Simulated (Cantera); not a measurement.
A freely propagating, adiabatic, planar premixed flame of 5.19 % CO, 4.36 % H₂, 3.12 % CH₄, 16.7 % O₂, 56.6 % N₂, 14.0 % CO₂, equivalence ratio 0.66, unburnt at 548 K and 100.0 Torr; multicomponent transport, grid criteria slope 0.08 and curve 0.16, no radiation.

Model: GRI-Mech 3.0 (53 species, 325 reactions), integrated in Cantera. Burning velocities carry a grid error of a few per cent, more on coarse grids.

Task: Predict: laminar burning velocity; thermal thickness; peak x(CH₂); peak x(CH₂O).

Result: 
| Property | Value |
|---|---|
| laminar burning velocity | 115 cm/s |
| thermal thickness | 3.50 mm |
| peak x(CH₂) | 2.51e-6 |
| peak x(CH₂O) | 0.000264 |
